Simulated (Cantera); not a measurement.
An isothermal plug-flow reactor at 500 K and 100000 Pa (inlet), inlet velocity 2.9 m/s, active area per volume 2400 1/m; feed 1.46 % H2, 10.1 % O2, 88.5 % N2, equivalence ratio 0.072.

Cantera simulation using Deutschmann's 1995 Pt surface mechanism with GRI-Mech 3.0 gas chemistry; the numbers are that mechanism's predictions, not measurements. Catalytic surfaces can have several steady states; this one follows from the mechanism file's or the stated starting coverage. Mass transfer to the wall is taken as infinitely fast.

One state of this run: x H2 = 0.00112; x O2 = 0.0947; x H2O = 0.0135; θ free Pt = 0.0173; θ O* = 0.963; θ OH* = 0.0195. x: gas mole fraction; θ: surface coverage.

Problem. Which value of z (m) does it belong to?
A) 0.0024
B) 0.009
C) 0.017
D) 0.0013

Solution. A, 0.0024
